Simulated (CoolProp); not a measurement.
Vapour-liquid equilibrium of isobutene (1) + n-butane (2) at -8.05 °C; x and y are mole fractions of (1).

Computed with CoolProp (multi-fluid Helmholtz-energy mixture model, Lemmon 2005 and Bücker 2006; pair parameters Bell 2016).

| x | bubble pressure, mixture model (MPa) | bubble pressure, Raoult's law (MPa) | y, mixture model | y, Raoult's law |
|---|---|---|---|---|
| 0.05 | [?] | 0.07642 | 0.067 | 0.064 |
| 0.125 | 0.07876 | 0.07806 | 0.161 | 0.156 |
| 0.2 | 0.08067 | 0.07970 | [?] | 0.244 |
| 0.275 | 0.08249 | 0.08135 | 0.332 | 0.329 |
| 0.35 | 0.08423 | 0.08299 | 0.411 | 0.410 |
| 0.425 | 0.08589 | 0.08464 | [?] | 0.488 |
| 0.5 | 0.08750 | 0.08628 | 0.559 | 0.564 |
| 0.575 | 0.08906 | 0.08793 | 0.630 | 0.636 |
| 0.65 | 0.09058 | 0.08957 | 0.699 | 0.706 |
| 0.725 | 0.09205 | 0.09121 | 0.766 | 0.773 |
| 0.8 | [?] | 0.09286 | 0.832 | 0.838 |
| 0.875 | 0.09492 | 0.09450 | 0.896 | 0.900 |
| 0.95 | 0.09632 | 0.09615 | 0.959 | 0.961 |

Complete the blanks.


- 0.05, bubble pressure, mixture model (MPa): 0.07674
- 0.2, y, mixture model: 0.249
- 0.425, y, mixture model: 0.486
- 0.8, bubble pressure, mixture model (MPa): 0.09350

The largest gap from Raoult's law is +1.5 % in bubble pressure, at x = 0.425. No azeotrope shows between x = 0.05 and 0.95.

The pair parameters rest on a limited set of measurements; away from them the model extrapolates.
